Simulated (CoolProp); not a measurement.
Properties of sulfur dioxide along the isobar 0.101 MPa (Tc = 430.6 K, pc = 7.887 MPa, ω = 0.256).

Model: reference Helmholtz-energy equation of state, Gao 2016, in CoolProp.

```json
[
 {"T (K)": "421.1", "phase": "gas", "density (kg/m³)": "1.857", "isothermal compressibility (1/MPa)": "9.949", "expansivity (1/kK)": "2.415", "fugacity coefficient": "0.9952"},
 {"T (K)": "428", "phase": "gas", "density (kg/m³)": "1.827", "isothermal compressibility (1/MPa)": "9.946", "expansivity (1/kK)": "2.374", "fugacity coefficient": "0.9955"},
 {"T (K)": "434.9", "phase": "gas", "density (kg/m³)": "1.797", "isothermal compressibility (1/MPa)": "9.944", "expansivity (1/kK)": "2.334", "fugacity coefficient": "0.9957"},
 {"T (K)": "441.9", "phase": "gas", "density (kg/m³)": "1.768", "isothermal compressibility (1/MPa)": "9.942", "expansivity (1/kK)": "2.296", "fugacity coefficient": "0.9959"},
 {"T (K)": "448.8", "phase": "gas", "density (kg/m³)": "1.741", "isothermal compressibility (1/MPa)": "9.939", "expansivity (1/kK)": "2.259", "fugacity coefficient": "0.9962"},
 {"T (K)": "455.7", "phase": "gas", "density (kg/m³)": "1.714", "isothermal compressibility (1/MPa)": "9.937", "expansivity (1/kK)": "2.223", "fugacity coefficient": "0.9964"},
 {"T (K)": "462.6", "phase": "gas", "density (kg/m³)": "1.688", "isothermal compressibility (1/MPa)": "9.935", "expansivity (1/kK)": "2.188", "fugacity coefficient": "0.9965"},
 {"T (K)": "469.6", "phase": "gas", "density (kg/m³)": "1.663", "isothermal compressibility (1/MPa)": "9.934", "expansivity (1/kK)": "2.155", "fugacity coefficient": "0.9967"},
 {"T (K)": "476.5", "phase": "gas", "density (kg/m³)": "1.638", "isothermal compressibility (1/MPa)": "9.932", "expansivity (1/kK)": "2.122", "fugacity coefficient": "0.9969"},
 {"T (K)": "483.4", "phase": "gas", "density (kg/m³)": "1.615", "isothermal compressibility (1/MPa)": "9.930", "expansivity (1/kK)": "2.091", "fugacity coefficient": "0.9971"},
 {"T (K)": "490.4", "phase": "gas", "density (kg/m³)": "1.591", "isothermal compressibility (1/MPa)": "9.929", "expansivity (1/kK)": "2.060", "fugacity coefficient": "0.9972"},
 {"T (K)": "497.3", "phase": "gas", "density (kg/m³)": "1.569", "isothermal compressibility (1/MPa)": "9.927", "expansivity (1/kK)": "2.031", "fugacity coefficient": "0.9973"},
 {"T (K)": "504.2", "phase": "gas", "density (kg/m³)": "1.547", "isothermal compressibility (1/MPa)": "9.926", "expansivity (1/kK)": "2.002", "fugacity coefficient": "0.9975"},
 {"T (K)": "511.1", "phase": "gas", "density (kg/m³)": "1.526", "isothermal compressibility (1/MPa)": "9.925", "expansivity (1/kK)": "1.974", "fugacity coefficient": "0.9976"},
 {"T (K)": "518.1", "phase": "gas", "density (kg/m³)": "1.506", "isothermal compressibility (1/MPa)": "9.924", "expansivity (1/kK)": "1.947", "fugacity coefficient": "0.9977"},
 {"T (K)": "525", "phase": "gas", "density (kg/m³)": "1.486", "isothermal compressibility (1/MPa)": "9.923", "expansivity (1/kK)": "1.921", "fugacity coefficient": "0.9978"}
]
```
